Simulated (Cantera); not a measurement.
A perfectly stirred reactor is fed with 25.7 % CO, 1.59 % H2, 4.63 % CH4, 14.3 % O2, 53.7 % N2, at 3.70 bar; it is adiabatic with a 350 K inlet, and is followed from long to short residence time, starting on the burning branch (τ in s: 0.23, 0.091, 0.036, 0.014, 0.0057, 0.0022, 0.00089, 0.00035, 0.00014, 5.5e-05, 2.2e-05, 8.7e-06).

Computed with Cantera and GRI-Mech 3.0 (53 species, 325 reactions).

### Question
Predict: blow-out, bracketed by the residence times tried; x(CO) at τ = 0.230 s; x(H2) at τ = 0.230 s; x(CH4) at τ = 0.230 s; x(O2) at τ = 0.230 s; x(C2H2) at τ = 0.230 s; x(CO) at τ = 0.890 ms; x(H2) at τ = 0.890 ms; x(CH4) at τ = 0.890 ms; x(O2) at τ = 0.890 ms; x(C2H2) at τ = 0.890 ms.

### Answer
```
Item                                                                           Value
------------------------------------------------  ----------------------------------
blow-out, bracketed by the residence times tried  burning at 22.0 µs, out at 8.70 µs
x(CO) at τ = 0.230 s                                                           0.162
x(H2) at τ = 0.230 s                                                          0.0188
x(CH4) at τ = 0.230 s                                                        4.04e-6
x(O2) at τ = 0.230 s                                                         3.49e-5
x(C2H2) at τ = 0.230 s                                                       1.21e-8
x(CO) at τ = 0.890 ms                                                          0.164
x(H2) at τ = 0.890 ms                                                         0.0189
x(CH4) at τ = 0.890 ms                                                       3.95e-5
x(O2) at τ = 0.890 ms                                                        0.00164
x(C2H2) at τ = 0.890 ms                                                      1.38e-7
```
